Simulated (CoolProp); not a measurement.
Vapour-liquid equilibrium of methanol (1) + ethylbenzene (2) at 371.8 K; x and y are mole fractions of (1).

Model: multi-fluid Helmholtz-energy mixture model, de Reuck 1993 and Zhou 2012; pair parameters Bell 2016, in CoolProp.

```json
[
 {"x": "0.05", "bubble pressure, mixture model (kPa)": "103.2", "bubble pressure, Raoult's law (kPa)": "48.07", "y, mixture model": "0.684", "y, Raoult's law": "0.353"},
 {"x": "0.2", "bubble pressure, mixture model (kPa)": "215.7", "bubble pressure, Raoult's law (kPa)": "94.00", "y, mixture model": "0.855", "y, Raoult's law": "0.721"},
 {"x": "0.35", "bubble pressure, mixture model (kPa)": "257.0", "bubble pressure, Raoult's law (kPa)": "139.9", "y, mixture model": "0.884", "y, Raoult's law": "0.848"},
 {"x": "0.5", "bubble pressure, mixture model (kPa)": "274.8", "bubble pressure, Raoult's law (kPa)": "185.9", "y, mixture model": "0.896", "y, Raoult's law": "0.912"},
 {"x": "0.65", "bubble pressure, mixture model (kPa)": "288.7", "bubble pressure, Raoult's law (kPa)": "231.8", "y, mixture model": "0.908", "y, Raoult's law": "0.951"},
 {"x": "0.8", "bubble pressure, mixture model (kPa)": "306.6", "bubble pressure, Raoult's law (kPa)": "277.7", "y, mixture model": "0.929", "y, Raoult's law": "0.976"},
 {"x": "0.95", "bubble pressure, mixture model (kPa)": "330.3", "bubble pressure, Raoult's law (kPa)": "323.6", "y, mixture model": "0.976", "y, Raoult's law": "0.995"}
]
```

The largest gap from Raoult's law is +129.5 % in bubble pressure, at x = 0.2. No azeotrope shows between x = 0.05 and 0.95.

The pair parameters rest on a limited set of measurements; away from them the model extrapolates. With so large a gap from Raoult's law the liquid may split in two, which this calculation doesn't test in full.
